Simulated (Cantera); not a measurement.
Hydrogen reduction and annealing atmospheres: ZrO2 + H2

Input: 1 mol ZrO2, 91 mol H2, equilibrated at 0.760 bar.

Method: chemical equilibrium by Gibbs-energy minimisation in Cantera with the NASA 1993 tables (ideal gas, pure condensed phases). Candidate condensed phases: H2O, Zr, ZrO2; 12 gas species. Kinetics and transport are ignored.

From 1375 K to 1475 K the condensed part is ZrO2(monoclinic). From 1525 K to 1975 K the condensed part is ZrO2(tetragonal).

```tsv
T (K)	log p H2	log p H	log p H2O	log p ZrO	n ZrO2(monoclinic)	n ZrO2(tetragonal)
1375	-0.12	-5.52	-9.54	<-12	1.00	0
1425	-0.12	-5.23	-9.15	<-12	1.00	0
1475	-0.12	-4.95	-8.79	<-12	1.00	0
1525	-0.12	-4.69	-8.45	<-12	0	1.00
1575	-0.12	-4.44	-8.13	-11.63	0	1.00
1625	-0.12	-4.21	-7.83	-11.00	0	1.000
1675	-0.12	-3.99	-7.56	-10.40	0	1.000
1725	-0.12	-3.79	-7.29	-9.85	0	1.000
1775	-0.12	-3.60	-7.05	-9.32	0	1.000
1825	-0.12	-3.42	-6.81	-8.82	0	1.000
1875	-0.12	-3.24	-6.59	-8.35	0	1.000
1925	-0.12	-3.08	-6.38	-7.91	0	1.000
1975	-0.12	-2.92	-6.19	-7.49	0	1.000
```
log p: log10 of the partial pressure in bar; n: condensed amount in mol.
